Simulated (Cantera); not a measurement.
Feed: 1 mol SiH₂Cl₂, 0.93 mol N₂, held at 1175 K.

Cantera equilibrium calculation (NASA polynomials, part measured and part estimated; ideal gas, pure solids and liquids). Candidate condensed phases: NH₄Cl, Si, Si₃N₄; 28 gas species. N₂ is the only nitrogen source here; it is nearly inert below about 1500 K, so the nitride shown seldom forms there in practice. The tables' values for SiCl₃ are old estimates; treat these amounts as uncertain. Rates play no part.

x: gas mole fraction; n: condensed amount in mol.

```json
[
 {"P (Pa)": "5", "x HCl": "0.528", "x H₂": "0.170", "x N₂": "0.189", "x SiCl₄": "0.0504", "x SiCl₂": "0.0460", "x SiCl₃": "0.0154", "n Si₃N₄(s)": "0.247"},
 {"P (Pa)": "17", "x HCl": "0.532", "x H₂": "0.179", "x N₂": "0.186", "x SiCl₄": "0.0706", "x SiCl₂": "0.0198", "x SiCl₃": "0.0120", "n Si₃N₄(s)": "0.256"},
 {"P (Pa)": "59", "x HCl": "0.520", "x H₂": "0.191", "x N₂": "0.187", "x SiCl₄": "___", "x SiCl₂": "___", "x SiCl₃": "0.00820", "n Si₃N₄(s)": "0.258"},
 {"P (Pa)": "210", "x HCl": "0.500", "x H₂": "0.205", "x N₂": "0.190", "x SiCl₄": "___", "x SiCl₂": "___", "x SiCl₃": "0.00528", "n Si₃N₄(s)": "0.256"},
 {"P (Pa)": "710", "x HCl": "0.477", "x H₂": "0.218", "x N₂": "0.194", "x SiCl₄": "0.105", "x SiCl₂": "0.00106", "x SiCl₃": "0.00338", "n Si₃N₄(s)": "0.253"},
 {"P (Pa)": "2400", "x HCl": "0.454", "x H₂": "0.231", "x N₂": "0.199", "x SiCl₄": "0.113", "x SiCl₂": "0.000395", "x SiCl₃": "0.00214", "n Si₃N₄(s)": "0.248"},
 {"P (Pa)": "8400", "x HCl": "0.429", "x H₂": "0.244", "x N₂": "0.203", "x SiCl₄": "0.120", "x SiCl₂": "0.000143", "x SiCl₃": "0.00132", "n Si₃N₄(s)": "0.244"},
 {"P (Pa)": "29000", "x HCl": "0.404", "x H₂": "0.258", "x N₂": "0.208", "x SiCl₄": "0.127", "x SiCl₂": "5.18e-5", "x SiCl₃": "0.000821", "n Si₃N₄(s)": "0.239"},
 {"P (Pa)": "100000", "x HCl": "0.380", "x H₂": "0.271", "x N₂": "0.213", "x SiCl₄": "0.134", "x SiCl₂": "1.88e-5", "x SiCl₃": "0.000507", "n Si₃N₄(s)": "0.235"}
]
```

Question: Some entries are withheld; supply them.

Answer: 
- 210, x SiCl₄: 0.0965
- 210, x SiCl₂: 0.00282
- 59, x SiCl₄: 0.0854
- 59, x SiCl₂: 0.00769
